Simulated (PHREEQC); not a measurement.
A solution holds 0.0022 mol/kgw Cu(NO3)2, 0.00014 mol/kgw HBF4 and 0.0007 mol/kgw FeCl3, at 25 °C. Closed to the air; pH follows from the charge balance.

Computed with PHREEQC (ion-association model, phreeqc.dat).

This is a speciation only: nothing precipitates in the calculation.

Question: What pH, ionic strength does the model give?

Answer: pH 3.12; ionic strength 0.00931 mol/kgw.

Question: In which forms is F present?

Answer: FeF+2 59 %, FeF2+ 36 %, HF 2.1 %, F- 2.0 %, FeF3 0.8 % of the F.

Saturation is exceeded, for instance for Hematite (slow to form), Goethite (slow to form); the values hold only as long as no solid forms. Real BF4- forms and hydrolyses slowly; the run takes it at equilibrium. Fluoro complexes past AlF4- and FeF3 are missing from the database.
